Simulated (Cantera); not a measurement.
A closed system holds: 1 mol SiC, 0.049 mol CO₂, 1.5 mol H₂, equilibrated at 101000 Pa.

Method: chemical equilibrium by Gibbs-energy minimisation in Cantera with the NASA 1993 tables (ideal gas, pure condensed phases). Candidate condensed phases: C, C₆H₆, C₇H₈, C₈H₁₈, H₂O, Si, SiC, SiO₂; 123 gas species. Mutual solubility and eutectic melting of coexisting phases are not modelled. The tables hold silica as quartz up to 1696 K and as liquid above; real silica turns to tridymite and cristobalite and melts near 1996 K. Kinetics and transport are ignored. All values below are at 1698 K.

Base state: H₂ 0.954, CO 0.0424, SiO 0.00299, CH₄ 0.000244, H 0.000140, H₂O 8.33e-5 (mole fractions); condensed: SiC(s) + SiO₂(condensed).

Question: What changes in the equilibrium state with this change: CO₂ from 0.049 to 1.7 mol?

Answer: 
```json
[
 {"species": "H₂", "before": "0.954", "after": "0.516"},
 {"species": "CO", "before": "0.0424", "after": "0.483"},
 {"species": "SiO", "before": "0.00299", "after": "0.00109"},
 {"species": "CO₂", "before": "1.08e-6", "after": "3.38e-5"},
 {"species": "C₂H₂ (acetylene)", "before": "3.97e-6", "after": "3.71e-5"},
 {"species": "H₂O", "before": "8.33e-5", "after": "0.000123"},
 {"species": "H", "before": "0.000140", "after": "0.000103"},
 {"species": "SiC(s), mol", "before": "0.982", "after": "0"},
 {"species": "SiO₂(condensed), mol", "before": "0.0133", "after": "0.997"},
 {"species": "C(graphite), mol", "before": "0", "after": "1.30"}
]
```
